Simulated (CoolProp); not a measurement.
C2F6 (R116) along the isotherm 151.85 °C: Z from the reference equation and from simpler models built on Tc = 19.9 °C, pc = 30.48 bar, ω = 0.257; each cubic takes its own stable root.

The numbers come from the reference Helmholtz-energy equation of state, Lemmon 2006 in CoolProp. It is a short technical equation, of lower accuracy than the large ones.

```csv
p (bar),phase,reference
0.964,gas,0.9974
1.56,gas,0.9958
2.52,gas,0.9932
4.06,gas,0.9890
6.57,gas,0.9823
10.6,gas,0.9717
17.1,gas,0.9551
27.7,gas,0.9292
44.7,supercritical,0.8917
72.3,supercritical,0.8467
117,supercritical,0.8320
189,supercritical,0.9343
305,supercritical,1.198
```

How far does each simpler model (van der Waals, Redlich-Kwong, Soave-Redlich-Kwong, Peng-Robinson) lie from the reference over these 13 states: mean and median of the absolute difference, and the worst?


- van der Waals: mean 4.0 %, median 2.2 %, worst -12.8 % at 151.85 °C and 72.3 bar
- Redlich-Kwong: mean 2.7 %, median 1.6 %, worst -6.8 % at 151.85 °C and 72.3 bar
- Soave-Redlich-Kwong: mean 1.4 %, median 0.4 %, worst +5.5 % at 151.85 °C and 117 bar
- Peng-Robinson: mean 1.3 %, median 0.6 %, worst -6.7 % at 151.85 °C and 305 bar
